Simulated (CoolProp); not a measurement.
Saturated liquid density (kg/m³) of p-xylene: the reference equation beside estimates from Tc = 616.2 K, pc = 3.532 MPa, ω = 0.324. Rackett uses Z = 0.29056 − 0.08775 ω.

Model: reference Helmholtz-energy equation of state, Zhou 2012, in CoolProp.

```csv
T (K),reference,Rackett,van der Waals,Soave-Redlich-Kwong
404.1,(withheld),(withheld),433.2,662.9
410.4,754.1,742.9,429.7,657.3
416.7,747.8,736.5,426.2,651.5
423,741.4,730.0,422.6,645.6
429.3,735.0,723.5,418.9,639.5
435.6,728.4,716.8,415.2,633.3
441.9,721.7,710.0,411.4,626.8
448.2,715.0,703.1,407.5,620.2
454.5,708.0,696.1,403.5,613.4
460.9,(withheld),688.8,399.4,606.2
467.2,693.7,681.5,395.2,598.9
473.5,686.4,674.1,391.0,(withheld)
```

Q: Fill in the missing entries.

A: 
- 404.1, reference: 760.3
- 404.1, Rackett: 749.3
- 460.9, reference: 700.9
- 473.5, Soave-Redlich-Kwong: 591.4

Absolute difference from the reference over all 12 rows, mean and median: Rackett 1.6 and 1.6 %, van der Waals 43.0 and 43.0 %, Soave-Redlich-Kwong 13.2 and 13.1 %.
